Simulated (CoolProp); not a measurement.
Vapour-liquid equilibrium of propane (1) + dimethyl ether (2) at 234.1 K; x and y are mole fractions of (1).

Model: multi-fluid Helmholtz-energy mixture model, Lemmon 2009 and Wu 2011; pair parameters Bell 2016, in CoolProp.

### Question
Give the bubble pressure and the first vapour's composition at x = 0.2, 0.425, 0.8. Is there an azeotrope?

### Answer
x = 0.2: 0.08061 MPa, y = 0.461; x = 0.425: 0.09787 MPa, y = 0.642; x = 0.8: 0.1128 MPa, y = 0.846. No azeotrope shows between x = 0.05 and 0.95.

Pair parameters are fitted to limited data, so mixtures are less certain than the pure fluids.
